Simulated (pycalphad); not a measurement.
# Effect of Si content in Mg-Si

All values are pycalphad results on the COST 507 light-alloy database (1999) (1 atm), not direct measurements. The database dates from 1999; later assessments differ in places, in temperatures and in the compounds included. Amounts are mole fractions of atoms.

### Question
One of these alloys has its liquidus at 643 °C, its solidus at 639 °C, and holds hcp 0.96, MG2SI 0.04 at 377 °C. Which?
(A) Mg-0.1271Si (wt.%)
(B) Mg-0.2541Si (wt.%)
(C) Mg-1.557Si (wt.%)

### Answer
C, Mg-1.557Si (wt.%). The others: Mg-0.1271Si (wt.%), liquidus 649, solidus 639; Mg-0.2541Si (wt.%), liquidus 648, solidus 639

Database names, with the compositions (at.%) that they take in these runs: MG2SI: Mg 67 Si 33.
